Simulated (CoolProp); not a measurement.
The fluid at 298.15 K and 1.88 MPa is compressed adiabatically to 14.8 MPa with isentropic efficiency 0.85. The same conditions are run with several fluids, on thermodynamics alone (safety and materials aside).

Values from CoolProp's reference Helmholtz-energy equation of state of each fluid (hydrogen chloride: Thol 2018; ethane: Bücker 2006; methane: Setzmann 1991; C2F6 (R116): Lemmon 2006).

Task: Rank hydrogen chloride, ethane, methane, C2F6 (R116) by work (kJ/kg), highest first.

Result: methane (469), hydrogen chloride (199), ethane (187), C2F6 (R116) (32.8)

| fluid | final temperature (K) | final density (kg/m³) |
|---|---|---|
| hydrogen chloride | 575.3 | 122 |
| ethane | 440.0 | 158 |
| methane | 494.5 | 56.9 |
| C2F6 (R116) | 382.3 | 829 |
